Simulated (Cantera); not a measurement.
An isothermal, constant-pressure homogeneous reactor starts with H₂ : O₂ : N₂ = 1.3 : 1 : 19 (molar parts), at 1325 K and 0.132 atm.

Computed with Cantera and GRI-Mech 3.0 (53 species, 325 reactions). The temperature is held fixed by assumption; the heat of reaction is taken as removed at once.

x: mole fraction; the columns are a selection and need not sum to one.

```json
[
 {"t (s)": "5.00e-5", "x H₂": "0.0610", "x O₂": "0.0469", "x H₂O₂": "3.52e-11", "x HO₂": "1.12e-8", "x NO": "<1e-12", "x N₂O": "<1e-12"},
 {"t (s)": "0.000137", "x H₂": "0.0610", "x O₂": "0.0469", "x H₂O₂": "2.41e-10", "x HO₂": "3.19e-8", "x NO": "<1e-12", "x N₂O": "<1e-12"},
 {"t (s)": "0.000376", "x H₂": "0.0609", "x O₂": "0.0469", "x H₂O₂": "4.03e-9", "x HO₂": "6.12e-7", "x NO": "<1e-12", "x N₂O": "7.27e-12"},
 {"t (s)": "0.00103", "x H₂": "0.00716", "x O₂": "0.0221", "x H₂O₂": "1.62e-7", "x HO₂": "1.35e-6", "x NO": "1.76e-6", "x N₂O": "1.15e-8"},
 {"t (s)": "0.00282", "x H₂": "(withheld)", "x O₂": "0.0206", "x H₂O₂": "(withheld)", "x HO₂": "1.31e-6", "x NO": "(withheld)", "x N₂O": "(withheld)"},
 {"t (s)": "0.00774", "x H₂": "0.00342", "x O₂": "0.0185", "x H₂O₂": "1.99e-7", "x HO₂": "1.20e-6", "x NO": "1.21e-5", "x N₂O": "1.66e-8"},
 {"t (s)": "0.0212", "x H₂": "0.000989", "x O₂": "0.0171", "x H₂O₂": "1.49e-7", "x HO₂": "9.76e-7", "x NO": "1.33e-5", "x N₂O": "2.78e-8"},
 {"t (s)": "0.0581", "x H₂": "0.000139", "x O₂": "0.0169", "x H₂O₂": "5.24e-8", "x HO₂": "4.48e-7", "x NO": "1.34e-5", "x N₂O": "4.99e-8"},
 {"t (s)": "0.159", "x H₂": "(withheld)", "x O₂": "0.0169", "x H₂O₂": "(withheld)", "x HO₂": "(withheld)", "x NO": "1.34e-5", "x N₂O": "6.69e-8"},
 {"t (s)": "0.437", "x H₂": "3.50e-6", "x O₂": "0.0169", "x H₂O₂": "3.06e-9", "x HO₂": "2.08e-8", "x NO": "1.34e-5", "x N₂O": "7.00e-8"},
 {"t (s)": "1.20", "x H₂": "9.29e-7", "x O₂": "0.0169", "x H₂O₂": "9.22e-10", "x HO₂": "6.58e-9", "x NO": "1.34e-5", "x N₂O": "5.64e-8"},
 {"t (s)": "3.28", "x H₂": "3.28e-7", "x O₂": "0.0169", "x H₂O₂": "3.48e-10", "x HO₂": "3.76e-9", "x NO": "1.34e-5", "x N₂O": "2.66e-8"},
 {"t (s)": "9.00", "x H₂": "1.91e-7", "x O₂": "0.0169", "x H₂O₂": "2.10e-10", "x HO₂": "3.44e-9", "x NO": "1.34e-5", "x N₂O": "5.80e-9"}
]
```

Some entries are withheld; supply them.


- 0.00282, x H₂: 0.00591
- 0.00282, x H₂O₂: 1.83e-7
- 0.00282, x NO: 7.61e-6
- 0.00282, x N₂O: 1.30e-8
- 0.159, x H₂: 1.82e-5
- 0.159, x H₂O₂: 1.22e-8
- 0.159, x HO₂: 9.50e-8
